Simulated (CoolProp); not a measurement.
Vapour-liquid equilibrium of R125 (1) + R245fa (2) at -80.25 °C; x and y are mole fractions of (1).

The numbers come from the multi-fluid Helmholtz-energy mixture model, Lemmon 2005 and Akasaka 2015; pair parameters Bell 2016 in CoolProp.

```tsv
x	bubble pressure (MPa)	y at the bubble point	dew pressure at overall composition x (MPa)	liquid density (mol/L)
0.05	0.001191	0.842	0.0002073	11.98
0.15	0.002985	0.943	0.0002314	12.14
0.25	0.004592	0.967	0.0002619	12.31
0.35	0.006078	0.978	0.0003016	12.48
0.45	0.007491	0.984	0.0003556	12.64
0.55	0.008865	0.989	0.0004330	12.81
0.65	0.01023	0.992	0.0005535	12.98
0.75	0.01160	0.995	0.0007669	13.14
0.85	0.01300	0.997	0.001247	13.30
0.95	0.01445	0.999	0.003322	13.46
```

No azeotrope shows between x = 0.05 and 0.95.

Pair parameters are fitted to limited data, so mixtures are less certain than the pure fluids.
